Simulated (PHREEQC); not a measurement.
A solution holds 0.0054 mol HF, 0.0049 mol ZnSO4 and 0.054 mol CuCl2 per kg of water, at 25 °C. Closed to the air; pH follows from the charge balance.

Computed with PHREEQC (ion-association model, phreeqc.dat).

Precipitation was switched off in this run.

Q: Predict the pH, density.

A: pH 2.77; density 1.004 g/cm³.

Q: In which forms is Cl present?

A: Cl- 95 %, CuCl+ 4.1 % of the Cl.
